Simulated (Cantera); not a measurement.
A perfectly stirred reactor is fed with CH4 : H2 : O2 : N2 = 1 : 0.61 : 3.25 : 12.2 (molar parts), equivalence ratio 0.71, at 1.00 atm; it is adiabatic with a 700 K inlet, and is followed from long to short residence time, starting on the burning branch (τ in s: 0.21, 0.085, 0.034, 0.013, 0.0054, 0.0021, 0.00085, 0.00034, 0.00013, 5.3e-05).

Computed with Cantera and GRI-Mech 3.0 (53 species, 325 reactions).

Problem. What does this change do: N2 12.2 to 16 parts?

Solution. 
```tsv
quantity	before	after
blow-out, bracketed by the residence times tried	burning at 53.0 µs, the shortest tried	burning at 0.130 ms, out at 53.0 µs
x(CH4) at τ = 0.210 s	1.07e-6	2.77e-6
x(H2) at τ = 0.210 s	0.000663	0.000208
x(O2) at τ = 0.210 s	0.0550	0.0457
x(NO2) at τ = 0.210 s	1.40e-6	1.37e-7
x(CO) at τ = 0.210 s	0.00132	0.000388
x(CH4) at τ = 2.10 ms	4.03e-5	6.02e-5
x(H2) at τ = 2.10 ms	0.00311	0.00244
x(O2) at τ = 2.10 ms	0.0577	0.0475
x(NO2) at τ = 2.10 ms	4.73e-8	1.44e-8
x(CO) at τ = 2.10 ms	0.00628	0.00474
```

Problem. What does this change do: H2 0.61 to 0.92 parts?

Solution. 
```csv
quantity,before,after
"blow-out, bracketed by the residence times tried","burning at 53.0 µs, the shortest tried","burning at 53.0 µs, the shortest tried"
x(CH4) at τ = 0.210 s,1.07e-6,7.50e-7
x(H2) at τ = 0.210 s,0.000663,0.00122
x(O2) at τ = 0.210 s,0.0550,0.0449
x(NO2) at τ = 0.210 s,1.40e-6,1.91e-6
x(CO) at τ = 0.210 s,0.00132,0.00224
x(CH4) at τ = 2.10 ms,4.03e-5,3.26e-5
x(H2) at τ = 2.10 ms,0.00311,0.00427
x(O2) at τ = 2.10 ms,0.0577,0.0489
x(NO2) at τ = 2.10 ms,4.73e-8,6.55e-8
x(CO) at τ = 2.10 ms,0.00628,0.00756
```
